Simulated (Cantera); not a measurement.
Input (Python, Cantera) and output of one run.

```python
import numpy as np
import cantera as ct

gas_names = """
    C CN CO CO2 C2 CCN CNC C2N2 C2O C3 C3O2 C4 C4N2 C5 Cu CuO Cu2 N NCO NO NO2 NO3 N2 N2O O O2 O3
""".split()
cond_names = """
    C(gr) Cu(cr) Cu(L) CuO(s) Cu2O(s) Cu2O(L)
""".split()


# ... load() reads the species with a 1 bar reference pressure and builds the phases ...
atoms = {
    'Cu': {'Cu': 1},
    'O2': {'O': 2},
    'N2': {'N': 2},
    'CO': {'C': 1, 'O': 1},
}
top_T = {'C(gr)': 4500, 'CuO(s)': 1390}  # K; cautious upper limits of use, not melting points


# ... equilibrate(T, P, feed) seeds the gas with the atoms and calls Mixture.equilibrate('TP', solver="vcs", rtol=1e-11, max_steps=5000) ...
results = []
feed = {'Cu': 1, 'O2': 0.023, 'N2': 3, 'CO': 1.2}  # mol
for P in [10, 61, 370, 2200, 13000, 82000, 500000, 3000000]:
    for T in [773, 873, 973, 1073, 1173, 1273, 1373, 1473, 1573, 1673, 1773]:
        mix = equilibrate(T, P, feed)
        results.append((T, P, feed, dict(zip(mix.species_names, mix.species_moles))))

for T, P, feed, n in results:
    print(f"{T:7g} {P:10.4g}  " + (" + ".join(c for c in cond_names if n.get(c, 0) > 1e-12) or "gas only"))
```

Result:

```
    773         10  Cu(cr)
    873         10  Cu(cr)
    973         10  Cu(cr)
   1073         10  Cu(cr)
   1173         10  Cu(cr)
   1273         10  Cu(cr)
   1373         10  Cu(L)
   1473         10  Cu(L)
   1573         10  gas only
   1673         10  gas only
   1773         10  gas only
    773         61  C(gr) + Cu(cr)
    873         61  Cu(cr)
    973         61  Cu(cr)
   1073         61  Cu(cr)
   1173         61  Cu(cr)
   1273         61  Cu(cr)
   1373         61  Cu(L)
   1473         61  Cu(L)
   1573         61  Cu(L)
   1673         61  Cu(L)
   1773         61  gas only
    773        370  C(gr) + Cu(cr)
    873        370  Cu(cr)
    973        370  Cu(cr)
   1073        370  Cu(cr)
   1173        370  Cu(cr)
   1273        370  Cu(cr)
   1373        370  Cu(L)
   1473        370  Cu(L)
   1573        370  Cu(L)
   1673        370  Cu(L)
   1773        370  Cu(L)
    773       2200  C(gr) + Cu(cr)
    873       2200  C(gr) + Cu(cr)
    973       2200  Cu(cr)
   1073       2200  Cu(cr)
   1173       2200  Cu(cr)
   1273       2200  Cu(cr)
   1373       2200  Cu(L)
   1473       2200  Cu(L)
   1573       2200  Cu(L)
   1673       2200  Cu(L)
   1773       2200  Cu(L)
    773    1.3e+04  C(gr) + Cu(cr)
    873    1.3e+04  C(gr) + Cu(cr)
    973    1.3e+04  Cu(cr)
   1073    1.3e+04  Cu(cr)
   1173    1.3e+04  Cu(cr)
   1273    1.3e+04  Cu(cr)
   1373    1.3e+04  Cu(L)
   1473    1.3e+04  Cu(L)
   1573    1.3e+04  Cu(L)
   1673    1.3e+04  Cu(L)
   1773    1.3e+04  Cu(L)
    773    8.2e+04  C(gr) + Cu(cr)
    873    8.2e+04  C(gr) + Cu(cr)
    973    8.2e+04  C(gr) + Cu(cr)
   1073    8.2e+04  Cu(cr)
   1173    8.2e+04  Cu(cr)
   1273    8.2e+04  Cu(cr)
   1373    8.2e+04  Cu(L)
   1473    8.2e+04  Cu(L)
   1573    8.2e+04  Cu(L)
   1673    8.2e+04  Cu(L)
   1773    8.2e+04  Cu(L)
    773      5e+05  C(gr) + Cu(cr)
    873      5e+05  C(gr) + Cu(cr)
    973      5e+05  C(gr) + Cu(cr)
   1073      5e+05  C(gr) + Cu(cr)
   1173      5e+05  Cu(cr)
   1273      5e+05  Cu(cr)
   1373      5e+05  Cu(L)
   1473      5e+05  Cu(L)
   1573      5e+05  Cu(L)
   1673      5e+05  Cu(L)
   1773      5e+05  Cu(L)
    773      3e+06  C(gr) + Cu(cr)
    873      3e+06  C(gr) + Cu(cr)
    973      3e+06  C(gr) + Cu(cr)
   1073      3e+06  C(gr) + Cu(cr)
   1173      3e+06  C(gr) + Cu(cr)
   1273      3e+06  C(gr) + Cu(cr)
   1373      3e+06  Cu(L)
   1473      3e+06  Cu(L)
   1573      3e+06  Cu(L)
   1673      3e+06  Cu(L)
   1773      3e+06  Cu(L)
```

Equilibrium computed with Cantera from the NASA thermochemical tables; the gas is ideal and each condensed phase is pure.
